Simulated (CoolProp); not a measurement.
Saturation properties of fluorine.

Computed with CoolProp (reference Helmholtz-energy equation of state, de Reuck 1990).

| T (K) | p (bar) | liquid cp (kJ/(kg K)) | vapour Z | surface tension (mN/m) |
|---|---|---|---|---|
| 83.3 | 0.8266 | 1.505 | 0.9698 | 14.0 |
| 87.5 | 1.332 | 1.519 | 0.9581 | 12.8 |
| 91.8 | 2.068 | 1.538 | 0.9437 | 11.6 |
| 96 | 3.050 | 1.560 | 0.9271 | 10.5 |
| 100.3 | 4.380 | 1.588 | 0.9075 | 9.38 |
| 104.5 | 6.052 | 1.621 | 0.8855 | 8.31 |
| 108.7 | 8.148 | 1.663 | 0.8607 | 7.25 |
| 113 | 10.79 | 1.720 | 0.8318 | 6.21 |
| 117.2 | 13.92 | 1.793 | 0.7999 | 5.21 |
| 121.5 | 17.75 | 1.898 | 0.7628 | 4.23 |
| 125.7 | 22.18 | 2.052 | 0.7213 | 3.30 |
| 129.9 | 27.34 | 2.297 | 0.6733 | 2.42 |

It boils at 85.0 K under 1 atm.

Surface tension comes from a separate correlation (Mulero 2012).
